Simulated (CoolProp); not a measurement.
The numbers come from the reference Helmholtz-energy equation of state, Span 1996 in CoolProp.

Q: Give the vapour pressure (bar), liquid density (kg/m³), vapour viscosity (µPa s), liquid conductivity (mW/(m K)) of saturated carbon dioxide at -0.45 °C.

A: 
```
T (°C)  p (bar)  liquid density (kg/m³)  vapour viscosity (µPa s)  liquid conductivity (mW/(m K))
------  -------  ----------------------  ------------------------  ------------------------------
-0.45      34.4                     930                      14.5                             110
```

Viscosity comes from a separate model (Laesecke 2017). Thermal conductivity comes from a separate model (Huber 2016).
